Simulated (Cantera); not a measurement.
**Equilibrium for hydrogen reduction and annealing atmospheres: PbO + H2**

Input: 1 mol PbO, 7.8 mol H2, equilibrated at 2073.15 K and 75.0 Torr.

Method: chemical equilibrium by Gibbs-energy minimisation in Cantera with the NASA 1993 tables (ideal gas, pure condensed phases). Candidate condensed phases: H2O, Pb, PbO, PbO2, Pb3O4; 12 gas species. Kinetics and transport are ignored.

- x(H2): 0.766
- x(Pb): 0.113
- x(H2O): 0.113
- x(H): 0.00729
- x(OH): 0.000122
- x(PbO): 9.83e-5
- x(Pb2): 5.42e-6
- gas amount: 8.833 mol
- log10 activity of Pb(l) (absent): -2.06
